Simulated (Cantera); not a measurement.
**Thermodynamics of halide evaporation, hydrolysis and transport, feed CsCl + H2O + N2**

A closed system holds: 1 mol CsCl, 0.11 mol H2O, 34 mol N2, held at 1000 °C and 47.0 Pa.

Cantera equilibrium calculation (NASA polynomials, part measured and part estimated; ideal gas, pure solids and liquids). Candidate condensed phases: Cs, CsCl, CsOH, H2O, NH4Cl; 37 gas species. Kinetics and transport are ignored.

```json
{
  "x(N2)": "0.968",
  "x(CsCl)": "0.0284",
  "x(H2O)": "0.00310",
  "x(HCl)": "2.73e-5",
  "x(CsOH)": "2.01e-5",
  "x(Cs)": "7.55e-6",
  "x(H2)": "4.32e-6",
  "x(O2)": "3.12e-6",
  "x(Cs2Cl2)": "3.07e-6",
  "gas_amount": "35.11 mol",
  "log10 activity of CsCl(l) (absent)": "-3.54",
  "log10 activity of CsOH(l) (absent)": "-8.08",
  "log10 activity of Cs(l) (absent)": "-9.39"
}
```
